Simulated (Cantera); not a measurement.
Mixture: CH₃OH : O₂ : N₂ : H₂O = 1 : 2.5 : 6.5 : 0.31 (molar parts), equivalence ratio 0.60, at 1.01 bar, adiabatic and at constant volume. Ignition delay is the time to a rise of 400 K.

Model: GRI-Mech 3.0 (53 species, 325 reactions), integrated in Cantera. GRI-Mech 3.0 was tuned for natural gas; its chemistry of methanol as a main component is partial and can be far from experiment.

Predict: delay at 1225 K; delay at 1275 K; delay at 1325 K; delay at 1375 K; delay at 1425 K; delay at 1475 K; delay at 1525 K; apparent activation energy between 1425 and 1525 K.


```json
{
  "delay at 1225 K": "5.79 ms",
  "delay at 1275 K": "2.72 ms",
  "delay at 1325 K": "1.36 ms",
  "delay at 1375 K": "0.726 ms",
  "delay at 1425 K": "0.409 ms",
  "delay at 1475 K": "0.242 ms",
  "delay at 1525 K": "0.150 ms",
  "apparent activation energy between 1425 and 1525 K": "180 kJ/mol"
}
```
